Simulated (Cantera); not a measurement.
# Stirred combustor or abatement burner

A perfectly stirred reactor is fed with CH₄ : O₂ : N₂ = 1 : 3.85 : 16.2 (molar parts), equivalence ratio 0.52, at 101000 Pa; it is adiabatic with a 350 K inlet, and is followed from long to short residence time, starting on the burning branch (τ in s: 0.072, 0.028, 0.011, 0.0044, 0.0017, 0.00067, 0.00026, 0.0001, 4.1e-05, 1.6e-05, 6.3e-06).

Model: GRI-Mech 3.0 (53 species, 325 reactions), integrated in Cantera.

| τ (s) | T (K) | x CH₄ | x O₂ | x NO | x CH₂CO | x CO | x HCO | x O |
|---|---|---|---|---|---|---|---|---|
| 0.072 | 1466 | 4.16e-5 | 0.0881 | 1.41e-6 | 1.79e-8 | 0.000504 | 2.08e-8 | 7.78e-5 |
| 0.028 | 1460 | 7.79e-5 | 0.0883 | 1.08e-6 | 3.60e-8 | 0.000989 | 5.60e-8 | 0.000140 |
| 0.011 | 1448 | 0.000149 | 0.0889 | 8.08e-7 | 7.16e-8 | 0.00195 | 1.49e-7 | 0.000240 |
| 0.0044 | 1426 | 0.000301 | 0.0901 | 6.16e-7 | 1.57e-7 | 0.00391 | 3.84e-7 | 0.000375 |
| 0.0017 | 1356 | 0.00101 | 0.0949 | 2.63e-7 | 9.79e-7 | 0.0102 | 1.01e-6 | 0.000373 |
| 0.00067 | 350 | 0.0475 | 0.183 | <1e-12 | <1e-12 | <1e-12 | <1e-12 | <1e-12 |
| 0.00026 | 350 | 0.0475 | 0.183 | <1e-12 | <1e-12 | <1e-12 | <1e-12 | <1e-12 |
| 0.00010 | 350 | 0.0475 | 0.183 | <1e-12 | <1e-12 | <1e-12 | <1e-12 | <1e-12 |
| 4.1e-5 | 350 | 0.0475 | 0.183 | <1e-12 | <1e-12 | <1e-12 | <1e-12 | <1e-12 |
| 1.6e-5 | 350 | 0.0475 | 0.183 | <1e-12 | <1e-12 | <1e-12 | <1e-12 | <1e-12 |
| 6.3e-6 | 350 | 0.0475 | 0.183 | <1e-12 | <1e-12 | <1e-12 | <1e-12 | <1e-12 |
x: mole fraction; the columns are a selection and need not sum to one.
